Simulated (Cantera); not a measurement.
An adiabatic, constant-pressure homogeneous reactor starts with CH4 : O2 : N2 = 1 : 6.45 : 24.3 (molar parts), equivalence ratio 0.31, at 1673 K and 101000 Pa. Integrator tolerance rtol = 1e-08.

Detailed kinetics in Cantera: GRI-Mech 3.0 (53 species, 325 reactions).

```csv
quantity,before,after
time of steepest temperature rise,0.231 ms,1.64 ms
temperature at 6.00 s,2276 K,2072 K
equilibrium temperature,2276 K,2072 K
x(CH4) at 6.00 s,<1e-12 (gas-phase equilibrium <1e-12),<1e-12 (gas-phase equilibrium <1e-12)
x(O2) at 6.00 s,0.133 (gas-phase equilibrium 0.133),0.136 (gas-phase equilibrium 0.136)
x(NO2) at 6.00 s,1.07e-5 (gas-phase equilibrium 1.07e-5),9.11e-6 (gas-phase equilibrium 9.13e-6)
x(CO2) at 6.00 s,0.0306 (gas-phase equilibrium 0.0306),0.0313 (gas-phase equilibrium 0.0313)
x(NO) at 6.00 s,0.0117 (gas-phase equilibrium 0.0117),0.00735 (gas-phase equilibrium 0.00736)
```

Problem. Name the change that produced these shifts.
A) pressure from 101000 Pa to 1100000 Pa
B) initial temperature 1673 to 1425 K
C) initial temperature 1673 to 1750 K
D) pressure from 101000 Pa to 840000 Pa

Solution. B, initial temperature 1673 to 1425 K
